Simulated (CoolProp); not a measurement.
1,2-dichloroethane along the isobar 18 MPa: density (kg/m³) from the reference equation and from simpler models built on Tc = 288.4 °C, pc = 5.226 MPa, ω = 0.269; each cubic takes its own stable root.

Computed with CoolProp (reference Helmholtz-energy equation of state, Thol 2015).

```json
[
 {"T (°C)": "5.45", "phase": "liquid", "reference": "1288", "van der Waals": "756.2", "Redlich-Kwong": "?", "Soave-Redlich-Kwong": "1121", "Peng-Robinson": "1257"},
 {"T (°C)": "22.45", "phase": "liquid", "reference": "1266", "van der Waals": "747.1", "Redlich-Kwong": "?", "Soave-Redlich-Kwong": "1105", "Peng-Robinson": "1241"},
 {"T (°C)": "39.45", "phase": "liquid", "reference": "1243", "van der Waals": "737.9", "Redlich-Kwong": "1067", "Soave-Redlich-Kwong": "1089", "Peng-Robinson": "1223"},
 {"T (°C)": "56.55", "phase": "liquid", "reference": "1220", "van der Waals": "728.4", "Redlich-Kwong": "1049", "Soave-Redlich-Kwong": "1072", "Peng-Robinson": "1205"},
 {"T (°C)": "73.55", "phase": "liquid", "reference": "1196", "van der Waals": "718.7", "Redlich-Kwong": "1030", "Soave-Redlich-Kwong": "1054", "Peng-Robinson": "1185"},
 {"T (°C)": "90.55", "phase": "liquid", "reference": "1172", "van der Waals": "708.9", "Redlich-Kwong": "1010", "Soave-Redlich-Kwong": "1036", "Peng-Robinson": "1165"},
 {"T (°C)": "107.65", "phase": "liquid", "reference": "?", "van der Waals": "698.8", "Redlich-Kwong": "989.4", "Soave-Redlich-Kwong": "1016", "Peng-Robinson": "?"},
 {"T (°C)": "124.65", "phase": "liquid", "reference": "?", "van der Waals": "688.5", "Redlich-Kwong": "968.3", "Soave-Redlich-Kwong": "994.9", "Peng-Robinson": "1120"},
 {"T (°C)": "141.65", "phase": "liquid", "reference": "?", "van der Waals": "678.0", "Redlich-Kwong": "946.5", "Soave-Redlich-Kwong": "?", "Peng-Robinson": "1095"},
 {"T (°C)": "158.75", "phase": "liquid", "reference": "1069", "van der Waals": "667.2", "Redlich-Kwong": "923.9", "Soave-Redlich-Kwong": "949.6", "Peng-Robinson": "1069"},
 {"T (°C)": "175.75", "phase": "liquid", "reference": "1042", "van der Waals": "656.2", "Redlich-Kwong": "900.5", "Soave-Redlich-Kwong": "925.2", "Peng-Robinson": "1041"},
 {"T (°C)": "192.75", "phase": "liquid", "reference": "1014", "van der Waals": "644.9", "Redlich-Kwong": "876.4", "Soave-Redlich-Kwong": "899.4", "Peng-Robinson": "1011"},
 {"T (°C)": "209.85", "phase": "liquid", "reference": "984.5", "van der Waals": "633.3", "Redlich-Kwong": "851.4", "Soave-Redlich-Kwong": "871.9", "Peng-Robinson": "979.9"},
 {"T (°C)": "226.85", "phase": "liquid", "reference": "954.6", "van der Waals": "621.4", "Redlich-Kwong": "825.6", "Soave-Redlich-Kwong": "843.2", "Peng-Robinson": "946.5"}
]
```

Question: Complete the blanks.

Answer: 
- 5.45, Redlich-Kwong: 1102
- 22.45, Redlich-Kwong: 1085
- 107.65, reference: 1147
- 107.65, Peng-Robinson: 1143
- 124.65, reference: 1122
- 141.65, reference: 1096
- 141.65, Soave-Redlich-Kwong: 972.9
